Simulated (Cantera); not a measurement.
A diamond (100) surface in a fixed gas of H2 with x(CH4) = 0.0071, x(H) = 0.00048, x(CH3) = 0.0016, 218 Torr; coverages are run to steady state.

Model: the Harris–Goodwin 1993 mechanism for the reconstructed diamond (100) surface, integrated in Cantera.

One state of this run: growth (µm/h) = 89.9; θ c6HH = 0.299; θ c6H* = 0.0142; θ c6*H = 0.225; θ c6** = 0.00434; θ c6HM = 0.301. θ: site fractions in the mechanism's names (c6HH fully hydrogenated, c6H* and c6*H radical sites, c6** diradical, c6HM methylated).

**Question.** Which value of T (K) does it belong to?
(A) 950
(B) 1100
(C) 1350
(D) 1050

**Answer.** B, 1100
